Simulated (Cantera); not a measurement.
Feed: 1 mol Si(CH3)4, 0.59 mol C2H2, a varied amount of H2, at 2648 K and 0.280 bar.

Cantera equilibrium calculation (NASA polynomials, part measured and part estimated; ideal gas, pure solids and liquids). Candidate condensed phases: C, C6H6, C7H8, C8H18, Si, SiC; 87 gas species. Gases not in the tables: Si2H6 and higher silanes. Kinetics and transport are ignored.

x: gas mole fraction; n: condensed amount in mol.

```
n(H2) (mol)   x H2     x H  x C2H2 (acetylene)     x Si  x SiC2    x Si2C  n C(graphite)
-----------  -----  ------  ------------------  -------  ------  --------  -------------
35           0.879  0.0824              0.0171   0.0122       ?   0.00189           3.11
98           0.891  0.0829              0.0173  0.00543       ?  0.000377          0.738
160          0.898  0.0833              0.0133  0.00376       ?  0.000157              0
220          0.902  0.0835             0.00997  0.00297       ?   8.45e-5              0
290          0.905  0.0836             0.00774  0.00238       ?   4.79e-5              0
350          0.907  0.0837             0.00650  0.00204       ?   3.21e-5              0
410          0.908  0.0838             0.00560  0.00178       ?   2.27e-5              0
480          0.909  0.0838             0.00482  0.00155       ?   1.60e-5              0
540          0.910  0.0838             0.00431  0.00140       ?   1.23e-5              0
600          0.911  0.0839             0.00389  0.00127       ?   9.64e-6              0
660          0.911  0.0839             0.00355  0.00116       ?   7.74e-6              0
```

**Question.** Fill in the missing entries.

**Answer.** 
- 35, x SiC2: 0.00472
- 98, x SiC2: 0.00210
- 160, x SiC2: 0.00110
- 220, x SiC2: 0.000651
- 290, x SiC2: 0.000404
- 350, x SiC2: 0.000290
- 410, x SiC2: 0.000218
- 480, x SiC2: 0.000163
- 540, x SiC2: 0.000131
- 600, x SiC2: 0.000108
- 660, x SiC2: 9.02e-5
